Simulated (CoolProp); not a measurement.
Vapour-liquid equilibrium of cyclohexane (1) + benzene (2) at 0.0187 MPa; x and y are mole fractions of (1).

Computed with CoolProp (multi-fluid Helmholtz-energy mixture model, Zhou 2014 and Thol 2012; pair parameters Bell 2016).

```tsv
x	bubble temperature (K)	y at the bubble point	dew temperature at overall composition x (K)	liquid density (mol/L)
0.05	306.1	0.078	306.4	10.95
0.2	304.7	0.253	305.1	10.62
0.35	304.0	0.383	304.1	10.30
0.5	303.8	0.498	303.8	10.00
0.65	304.1	0.617	304.2	9.716
0.8	304.7	0.754	305.0	9.446
0.95	305.9	0.929	306.1	9.187
```

y crosses x between x = 0.35 and 0.5: the model has an azeotrope there.

The pair parameters rest on a limited set of measurements; away from them the model extrapolates.
